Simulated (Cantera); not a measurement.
Input: 1 mol c-C4F8, 0.018 mol F2, at 0.000480 bar.

Method: chemical equilibrium by Gibbs-energy minimisation in Cantera with the NASA 1993 tables (ideal gas, pure condensed phases). Candidate condensed phases: C; 23 gas species. Ions and electrons are included (thermal ionisation). The feed counts by its element totals alone. Kinetics and transport are ignored.

### Question
At 3500 K, list the 7 most abundant gas species with their mole fractions, and the condensed phases.

### Answer
F 0.683, C 0.288, C2 0.0147, CF 0.00882, C3 0.00611, e- 1.13e-5, CF+ 1.04e-5. Condensed: gas only.
